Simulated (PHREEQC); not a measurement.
A solution holds 0.98 mmol/kgw HF, 37 mmol/kgw NaF, 0.00048 mmol/kgw H4SiO4 and 15 mmol/kgw H2SO4, at 20 °C. Closed to the air; pH follows from the charge balance.

All values are PHREEQC results (ion-association model, phreeqc.dat), not measurements.

Precipitation was switched off in this run.

### Question
Predict the pH, specific conductance, ionic strength.

### Answer
pH 2.63; specific conductance 3980 µS/cm; ionic strength 0.0512 mol/kgw.

### Question
In which forms is Na present?

### Answer
Na+ 97 %, NaSO4- 2.7 % of the Na.

SiF6-2 is the database's only silicon fluoride.
